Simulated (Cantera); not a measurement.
**Silicon oxide and oxynitride deposition: SiH4 + H2O + N2**

A closed system holds: 1 mol SiH4, 22 mol H2O, 1.1 mol N2, held at 0.000980 bar.

Equilibrium computed with Cantera from the NASA thermochemical tables; the gas is ideal and each condensed phase is pure. Candidate condensed phases: H2O, Si, SiO2, Si2N2O, Si3N4; 35 gas species. The tables hold silica as quartz up to 1696 K and as liquid above; real silica turns to tridymite and cristobalite and melts near 1996 K. The numbers say what is thermodynamically allowed, not how fast it happens.

```
T (°C)  log p H2O  log p H2  log p N2  log p H  log p NH3  n SiO2(α-quartz)  n SiO2(β-quartz)
------  ---------  --------  --------  -------  ---------  ----------------  ----------------
327         -3.11     -3.81     -4.37     <-15      -9.27              1.00                 0
377         -3.11     -3.81     -4.37     <-15      -9.62              1.00                 0
427         -3.11     -3.81     -4.37     <-15      -9.92              1.00                 0
477         -3.11     -3.81     -4.37   -14.40     -10.18              1.00                 0
527         -3.11     -3.81     -4.37   -13.44     -10.42              1.00                 0
577         -3.11     -3.81     -4.37   -12.59     -10.62                 0              1.00
627         -3.11     -3.81     -4.37   -11.84     -10.81                 0              1.00
677         -3.11     -3.81     -4.37   -11.16     -10.98                 0              1.00
727         -3.11     -3.81     -4.37   -10.55     -11.13                 0              1.00
777         -3.11     -3.81     -4.37    -9.99     -11.27                 0              1.00
827         -3.11     -3.81     -4.37    -9.49     -11.39                 0              1.00
877         -3.11     -3.81     -4.37    -9.03     -11.51                 0              1.00
927         -3.11     -3.81     -4.37    -8.61     -11.61                 0              1.00
977         -3.11     -3.81     -4.37    -8.22     -11.71                 0              1.00
```
log p: log10 of the partial pressure in bar; n: condensed amount in mol.

From 327 °C to 527 °C the condensed part is SiO2(α-quartz). From 577 °C to 977 °C the condensed part is SiO2(β-quartz).
